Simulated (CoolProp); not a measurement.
Dimethyl carbonate along the isotherm 493.8 K: fugacity coefficient from the reference equation and from simpler models built on Tc = 557.0 K, pc = 4909 kPa, ω = 0.346; each cubic takes its own stable root.

Model: reference Helmholtz-energy equation of state, Zhou 2011, in CoolProp.

| p (kPa) | phase | reference |
|---|---|---|
| 155 | gas | 0.9840 |
| 242 | gas | 0.9751 |
| 376 | gas | 0.9614 |
| 586 | gas | 0.9399 |
| 912 | gas | 0.9067 |
| 1420 | gas | 0.8548 |
| 2210 | liquid | 0.7009 |
| 3440 | liquid | 0.4667 |
| 5360 | liquid | 0.3165 |
| 8350 | liquid | 0.2210 |
| 13000 | liquid | 0.1614 |
| 20200 | liquid | 0.1261 |
| 31500 | liquid | 0.1086 |
| 49100 | liquid | 0.1084 |

Task: How far does each simpler model (van der Waals, Soave-Redlich-Kwong) lie from the reference over these 14 states: mean and median of the absolute difference, and the worst?

Result: 
- van der Waals: mean 43.8 %, median 30.4 %, worst +166.6 % at 493.8 K and 49100 kPa
- Soave-Redlich-Kwong: mean 4.4 %, median 2.8 %, worst +16.9 % at 493.8 K and 49100 kPa

At some of these states van der Waals gives the other phase, because its saturation line lies elsewhere.
